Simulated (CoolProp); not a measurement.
A Linde-Hampson liquefier for oxygen: isothermal reversible compression at 230 K from 1 atm to 10 MPa, throttling to 1 atm, return gas leaving the recuperator 5 K below the feed. Each further row changes one setting.

Values from CoolProp's reference Helmholtz-energy equation of state, Schmidt 1985.

```csv
case,liquid yield per pass,compression work (kJ/kg of gas)
as stated,[?],264
high pressure 20 MPa,[?],[?]
warm-end temperature 260 K,[?],[?]
warm-end gap 10 K,[?],264
```

### Question
Fill in the missing entries.

### Answer

- as stated, liquid yield per pass: 0.111
- high pressure 20 MPa, liquid yield per pass: 0.216
- high pressure 20 MPa, compression work (kJ/kg of gas): 297
- warm-end temperature 260 K, liquid yield per pass: 0.074
- warm-end temperature 260 K, compression work (kJ/kg of gas): 303
- warm-end gap 10 K, liquid yield per pass: 0.099
